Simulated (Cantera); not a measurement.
An isothermal, constant-pressure homogeneous reactor starts with 57.5 % NH₃, 42.5 % N₂, at 2125 K and 2000 Pa.

Computed with Cantera and the gas-phase N/H chemistry of the illustrative SiF4/NH3 mechanism in the Surface Chemkin manual (1991). Walls and surfaces, which speed up NH3 decomposition in real reactors, are not modelled.

x: mole fraction; the columns are a selection and need not sum to one.

| t (s) | x NH₃ | x H₂ | x N₂H₂ | x N₂ | x N₂H₄ | x N |
|---|---|---|---|---|---|---|
| 0.000200 | 0.574 | 8.66e-5 | 2.80e-8 | 0.425 | 1.06e-10 | 1.24e-10 |
| 0.000469 | 0.574 | 0.000208 | 1.94e-7 | 0.425 | 5.85e-10 | 1.77e-9 |
| 0.00110 | 0.573 | 0.000549 | 1.31e-6 | 0.425 | 3.09e-9 | 1.28e-8 |
| 0.00257 | 0.571 | 0.00201 | 6.23e-6 | 0.425 | 1.27e-8 | 5.81e-8 |
| 0.00603 | 0.564 | 0.00849 | 1.16e-5 | 0.425 | 2.14e-8 | 2.22e-7 |
| 0.0141 | 0.546 | … | 1.14e-5 | 0.426 | … | … |
| 0.0331 | 0.506 | 0.0638 | 1.02e-5 | 0.428 | 1.44e-8 | 1.32e-6 |
| 0.0777 | 0.426 | 0.140 | 7.93e-6 | 0.432 | 9.78e-9 | 2.27e-6 |
| 0.182 | … | … | … | 0.438 | … | … |
| 0.427 | 0.140 | 0.413 | 1.88e-6 | 0.446 | 1.80e-9 | 3.34e-6 |
| 1.00 | 0.0339 | 0.514 | 3.47e-7 | 0.451 | 2.42e-10 | 3.19e-6 |

Task: Fill in the missing entries.

Result: 
- 0.0141, x H₂: 0.0258
- 0.0141, x N₂H₄: 1.88e-8
- 0.0141, x N: 5.94e-7
- 0.182, x NH₃: 0.295
- 0.182, x H₂: 0.265
- 0.182, x N₂H₂: 4.81e-6
- 0.182, x N₂H₄: 5.31e-9
- 0.182, x N: 3.03e-6
